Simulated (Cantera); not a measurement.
**Stirred combustor or abatement burner**

A perfectly stirred reactor is fed with CH₄ : O₂ : N₂ = 1 : 1.33 : 5.01 (molar parts), equivalence ratio 1.5, at 0.987 atm; it is adiabatic with a 675 K inlet, and is followed from long to short residence time, starting on the burning branch (τ in s: 0.024, 0.013, 0.0077, 0.0044, 0.0025, 0.0014, 0.00082, 0.00047, 0.00027, 0.00015, 8.7e-05).

Detailed kinetics in Cantera: GRI-Mech 3.0 (53 species, 325 reactions).

| τ (s) | T (K) | x CH₄ | x O₂ | x O | x NO | x CH₂O | x C₂H₄ | x H₂ |
|---|---|---|---|---|---|---|---|---|
| 0.024 | 2154 | 0.000156 | 0.000176 | 1.91e-5 | 0.000263 | 3.78e-6 | 3.26e-7 | 0.0780 |
| 0.013 | 2151 | 0.000223 | 0.000284 | 2.45e-5 | 0.000273 | 6.08e-6 | 7.31e-7 | 0.0777 |
| 0.0077 | 2147 | 0.000304 | 0.000431 | 3.03e-5 | 0.000275 | 9.12e-6 | 1.46e-6 | 0.0773 |
| 0.0044 | 2142 | 0.000431 | 0.000681 | 3.79e-5 | 0.000268 | 1.41e-5 | 3.11e-6 | 0.0767 |
| 0.0025 | 2136 | 0.000623 | 0.00109 | 4.78e-5 | 0.000251 | 2.20e-5 | 6.69e-6 | 0.0758 |
| 0.0014 | 2127 | 0.000922 | 0.00180 | 6.12e-5 | 0.000220 | 3.46e-5 | 1.47e-5 | 0.0746 |
| 0.00082 | 2114 | 0.00134 | 0.00288 | 7.82e-5 | 0.000178 | 5.27e-5 | 3.02e-5 | 0.0732 |
| 0.00047 | 2093 | 0.00204 | 0.00482 | 0.000102 | 0.000127 | 8.27e-5 | 6.47e-5 | 0.0713 |
| 0.00027 | 2053 | 0.00339 | 0.00861 | 0.000132 | 7.31e-5 | 0.000136 | 0.000150 | 0.0688 |
| 0.00015 | 675 | 0.136 | 0.181 | <1e-12 | <1e-12 | <1e-12 | <1e-12 | <1e-12 |
| 8.7e-5 | 675 | 0.136 | 0.181 | <1e-12 | <1e-12 | <1e-12 | <1e-12 | <1e-12 |
x: mole fraction; the columns are a selection and need not sum to one.
